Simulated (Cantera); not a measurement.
Charge: 1 mol AlN, 1.5 mol Cl₂, 0.77 mol N₂, held at 16000 Pa.

Cantera equilibrium calculation (NASA polynomials, part measured and part estimated; ideal gas, pure solids and liquids). Candidate condensed phases: Al, AlCl₃, AlN; 11 gas species. Kinetics and transport are ignored.

Question: At 1198 K, list the 3 most abundant gas species with their mole fractions, and the condensed phases.

Answer: N₂ 0.560, AlCl₃ 0.440, Al₂Cl₆ 0.000323. Condensed: gas only.
